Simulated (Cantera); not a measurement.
A closed system holds: 1 mol CuO, 13 mol H₂, at 1.33 mbar.

Cantera equilibrium calculation (NASA polynomials, part measured and part estimated; ideal gas, pure solids and liquids). Candidate condensed phases: Cu, CuO, Cu(OH)₂, Cu₂O, H₂O; 12 gas species. The numbers say what is thermodynamically allowed, not how fast it happens.

Task: What share of the Cu ends up in condensed phases as a function of T (K), at 1275, 1350, 1425, 1500, 1575, 1650, 1725, 1800, 1875, 1950, 2025, 2100?

Result: 
```
T (K)  Cu condensed (%)     as
-----  ----------------  -----
1275               99.9  Cu(s)
1350               99.5  Cu(s)
1425               97.9  Cu(l)
1500               91.9  Cu(l)
1575               72.7  Cu(l)
1650               15.4  Cu(l)
1725                0.0      -
1800                0.0      -
1875                0.0      -
1950                0.0      -
2025                0.0      -
2100                0.0      -
```
